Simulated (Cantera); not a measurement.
A closed system holds: 1 mol V₂O₃, 260 mol H₂, 48 mol N₂, equilibrated at 31.5 Torr.

These are equilibrium values from Cantera (NASA tables, ideal gas, pure condensed phases), not measurements of a reactor. Candidate condensed phases: H₂O, V, VN, VO, V₂O₃, V₂O₄, V₂O₅; 28 gas species. Mutual solubility and eutectic melting of coexisting phases are not modelled. VO: taken at fixed stoichiometry. Condensed phases not in the tables: the oxides between V₂O₃ and V₂O₅ other than VO₂. Equilibrium is a limit: real reactors are often held back by kinetics, nucleation or transport.

At 1473 K, list the 4 most abundant gas species with their mole fractions, and the condensed phases.

H₂ 0.841, N₂ 0.156, H₂O 0.00264, H 5.66e-5. Condensed: VO(s) + V₂O₃(s).
